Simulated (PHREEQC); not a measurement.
Solution (25 °C): 71 mmol/kgw HF, 26 mmol/kgw NH4HF2, 1.1 mmol/kgw H2SO4 and 0.88 mmol/kgw HCl. Closed to the air; pH follows from the charge balance.

Equilibrium calculation in PHREEQC: ion-association model, wateq4f.dat.

No solid was allowed to form.

Task: What pH, ionic strength does the model give?

Result: pH 2.58; ionic strength 0.0297 mol/kgw.

Task: In which forms is S present?

Result: SO4-2 75 %, NH4SO4- 13 %, HSO4- 12 % of the S.

wateq4f.dat counts part of the HF as a dimer, H2F2, which phreeqc.dat doesn't know; its constant is uncertain.
